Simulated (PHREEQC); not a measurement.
# Hard or scaling water: speciation

Consider water at 25 °C with 0.029 mol/kgw CaCl2, 0.0088 mol/kgw CO2 and 3.8e-05 mol/kgw MgSO4. Closed to the air; pH follows from the charge balance.

All values are PHREEQC results (ion-association model, phreeqc.dat), not measurements.

No solid was allowed to form.

### Question
Predict the pH, density.

### Answer
pH 4.16; density 1.000 g/cm³.

### Question
In which forms is S present?

### Answer
SO4-2 55 %, CaSO4 44 % of the S.

Species that the database lacks are ignored.
